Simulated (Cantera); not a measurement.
# Hydrocarbon pyrolysis for carbon deposition

A perfectly stirred reactor is fed with 7.69 % CH4, 92.3 % H2, at 1.00 bar; it is held at 1598 K, and followed from long to short residence time.

Detailed kinetics in Cantera: GRI-Mech 3.0 (53 species, 325 reactions). GRI-Mech 3.0 stops at C3 and has no aromatics, soot or wall deposition, so with more carbon than oxygen in the feed, carbon stays in small species such as C2H2 where larger ones or solid carbon would form.

```json
[
 {"τ (s)": "0.41", "x CH4": "0.0545", "x H2": "0.935", "x C2H6": "9.41e-6", "x C2H4": "0.00105", "x C2H2": "0.00936"},
 {"τ (s)": "0.17", "x CH4": "0.0627", "x H2": "0.931", "x C2H6": "1.09e-5", "x C2H4": "0.000708", "x C2H2": "0.00587"},
 {"τ (s)": "0.071", "x CH4": "0.0693", "x H2": "0.927", "x C2H6": "1.23e-5", "x C2H4": "0.000441", "x C2H2": "0.00309"},
 {"τ (s)": "0.030", "x CH4": "0.0732", "x H2": "0.925", "x C2H6": "1.32e-5", "x C2H4": "0.000277", "x C2H2": "0.00141"},
 {"τ (s)": "0.012", "x CH4": "0.0753", "x H2": "0.924", "x C2H6": "1.34e-5", "x C2H4": "0.000178", "x C2H2": "0.000529"},
 {"τ (s)": "0.0051", "x CH4": "0.0762", "x H2": "0.923", "x C2H6": "1.31e-5", "x C2H4": "0.000117", "x C2H2": "0.000178"},
 {"τ (s)": "0.0022", "x CH4": "0.0766", "x H2": "0.923", "x C2H6": "1.20e-5", "x C2H4": "6.82e-5", "x C2H2": "4.78e-5"},
 {"τ (s)": "0.00090", "x CH4": "0.0768", "x H2": "0.923", "x C2H6": "9.60e-6", "x C2H4": "2.87e-5", "x C2H2": "8.02e-6"},
 {"τ (s)": "0.00037", "x CH4": "0.0768", "x H2": "0.923", "x C2H6": "5.66e-6", "x C2H4": "7.47e-6", "x C2H2": "7.46e-7"},
 {"τ (s)": "0.00016", "x CH4": "0.0769", "x H2": "0.923", "x C2H6": "1.97e-6", "x C2H4": "1.11e-6", "x C2H2": "3.63e-8"}
]
```
x: mole fraction; the columns are a selection and need not sum to one.
